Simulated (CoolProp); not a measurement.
A single-stage vapour-compression cycle with the fluid: evaporating at 295.15 K (dew point), condensing at 354.15 K (bubble point), superheat 0 K, subcooling 2 K, compressor efficiency 0.6, no pressure losses. The same conditions are run with several fluids, on thermodynamics alone (safety and materials aside).

Values from CoolProp's reference Helmholtz-energy equation of state of each fluid (propylene: Lemmon 2013; neopentane: Lemmon 2006; benzene: Thol 2012; R365MFC: Lemmon 2016; R236FA: Pan 2012; n-butane: Bücker 2006).

Q: Rank propylene, neopentane, benzene, R365MFC, R236FA, n-butane by cooling COP, highest first.

A: benzene (2.57), R365MFC (2.17), n-butane (2.14), neopentane (2.02), R236FA (1.87), propylene (1.65)

```json
[
 {"fluid": "propylene", "pressure ratio": "3.54", "discharge temperature (K)": "380.5", "refrigerating effect (kJ/kg)": "164", "volumetric capacity (kJ/m³)": "3690"},
 {"fluid": "neopentane", "pressure ratio": "4.84", "discharge temperature (K)": "354.1", "refrigerating effect (kJ/kg)": "164", "volumetric capacity (kJ/m³)": "801"},
 {"fluid": "benzene", "pressure ratio": "9.45", "discharge temperature (K)": "400.9", "refrigerating effect (kJ/kg)": "332", "volumetric capacity (kJ/m³)": "118"},
 {"fluid": "R365MFC", "pressure ratio": "7.20", "discharge temperature (K)": "354.2", "refrigerating effect (kJ/kg)": "115", "volumetric capacity (kJ/m³)": "358"},
 {"fluid": "R236FA", "pressure ratio": "5.19", "discharge temperature (K)": "356.6", "refrigerating effect (kJ/kg)": "72.2", "volumetric capacity (kJ/m³)": "1200"},
 {"fluid": "n-butane", "pressure ratio": "4.67", "discharge temperature (K)": "362.5", "refrigerating effect (kJ/kg)": "215", "volumetric capacity (kJ/m³)": "1220"}
]
```

The compression ends wet for: neopentane; R365MFC.
